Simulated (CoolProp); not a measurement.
The fluid at 363.86 K and 1.02 MPa flows at 1.7 m/s in a round tube of 20 mm bore and 45 µm roughness, fully developed (64/Re and Nu = 3.66 if laminar; Colebrook and Gnielinski if turbulent). The same conditions are run with several fluids, on thermodynamics alone (safety and materials aside).

The numbers come from the reference Helmholtz-energy equation of state of each fluid (nitrogen: Span 2000; R143a: Lemmon and Jacobsen 2000; R125: Lemmon 2005; C3F8 (R218): Lemmon 2006; R152A: Outcalt 1996) in CoolProp.

Rank nitrogen, R143a, R125, C3F8 (R218), R152A by Reynolds number, highest first.

C3F8 (R218) (157000), R125 (93400), R143a (76200), R152A (62200), nitrogen (15400)

```tsv
fluid	Darcy friction factor	pressure drop (Pa/m)	heat-transfer coefficient (W/(m² K))	mass flow (kg/h)
nitrogen	0.0315	21.5	74.0	18.1
R143a	0.0262	58.8	227	59.7
R125	0.0258	82.0	254	84.5
C3F8 (R218)	0.0252	130	399	138
R152A	0.0266	48.1	200	48.2
```

Transport values come from each fluid's own correlations; those of R143a, C3F8 (R218), R152A are estimates that may be off by 10 % or more.
